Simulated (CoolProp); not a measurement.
Sulfur dioxide along the isotherm 298.5 K: Z from the reference equation and from simpler models built on Tc = 430.6 K, pc = 78.87 bar, ω = 0.256; each cubic takes its own stable root.

Computed with CoolProp (reference Helmholtz-energy equation of state, Gao 2016).

```json
[
 {"p (bar)": "21.9", "phase": "liquid", "reference": "0.04127", "Redlich-Kwong": "0.04784", "Peng-Robinson": "0.04069"},
 {"p (bar)": "43.8", "phase": "liquid", "reference": "0.08225", "Redlich-Kwong": "0.09510", "Peng-Robinson": "0.08107"},
 {"p (bar)": "65.6", "phase": "liquid", "reference": "0.1228", "Redlich-Kwong": "0.1416", "Peng-Robinson": "0.1210"},
 {"p (bar)": "87.5", "phase": "liquid", "reference": "0.1633", "Redlich-Kwong": "0.1879", "Peng-Robinson": "0.1608"},
 {"p (bar)": "109", "phase": "liquid", "reference": "0.2028", "Redlich-Kwong": "0.2329", "Peng-Robinson": "0.1997"},
 {"p (bar)": "131", "phase": "liquid", "reference": "0.2429", "Redlich-Kwong": "0.2785", "Peng-Robinson": "0.2392"},
 {"p (bar)": "153", "phase": "liquid", "reference": "0.2829", "Redlich-Kwong": "0.3237", "Peng-Robinson": "0.2785"},
 {"p (bar)": "175", "phase": "liquid", "reference": "0.3227", "Redlich-Kwong": "0.3686", "Peng-Robinson": "0.3176"},
 {"p (bar)": "197", "phase": "liquid", "reference": "0.3622", "Redlich-Kwong": "0.4132", "Peng-Robinson": "0.3565"},
 {"p (bar)": "219", "phase": "liquid", "reference": "0.4016", "Redlich-Kwong": "0.4574", "Peng-Robinson": "0.3952"},
 {"p (bar)": "241", "phase": "liquid", "reference": "0.4408", "Redlich-Kwong": "0.5014", "Peng-Robinson": "0.4338"},
 {"p (bar)": "262", "phase": "liquid", "reference": "0.4780", "Redlich-Kwong": "0.5431", "Peng-Robinson": "0.4704"},
 {"p (bar)": "284", "phase": "liquid", "reference": "0.5169", "Redlich-Kwong": "0.5866", "Peng-Robinson": "0.5086"},
 {"p (bar)": "306", "phase": "liquid", "reference": "0.5556", "Redlich-Kwong": "0.6298", "Peng-Robinson": "0.5466"},
 {"p (bar)": "328", "phase": "liquid", "reference": "0.5941", "Redlich-Kwong": "0.6728", "Peng-Robinson": "0.5845"},
 {"p (bar)": "350", "phase": "liquid", "reference": "0.6325", "Redlich-Kwong": "0.7155", "Peng-Robinson": "0.6223"}
]
```
